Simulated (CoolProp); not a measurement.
Properties of ethanol along the isotherm 211.85 °C.

Computed with CoolProp (reference Helmholtz-energy equation of state, Schroeder 2014).

```csv
p (MPa),phase,Z,cp (kJ/(kg K)),isothermal compressibility (1/MPa),Prandtl number
0.0496,gas,0.9969,2.046,20.23,0.813
0.0881,gas,0.9944,2.055,11.41,0.815
0.157,gas,0.9900,2.070,6.434,(withheld)
0.279,gas,0.9821,2.099,3.651,0.825
0.496,gas,0.9677,2.154,2.086,0.837
0.881,gas,(withheld),(withheld),1.210,0.861
1.57,gas,0.8895,2.496,0.7262,0.913
2.79,gas,(withheld),3.208,0.4962,1.07
4.96,liquid,0.1056,4.898,0.01648,3.02
8.81,liquid,0.1790,4.436,0.009545,3.04
15.7,liquid,0.3033,(withheld),0.005784,3.16
```

### Question
What belongs in the gaps?

### Answer

- 0.157, Prandtl number: 0.818
- 0.881, Z: 0.9411
- 0.881, cp (kJ/(kg K)): 2.261
- 2.79, Z: 0.7782
- 15.7, cp (kJ/(kg K)): 4.133

Viscosity comes from a separate model (Kiselev 2005). Thermal conductivity comes from a separate model (Assael 2013).
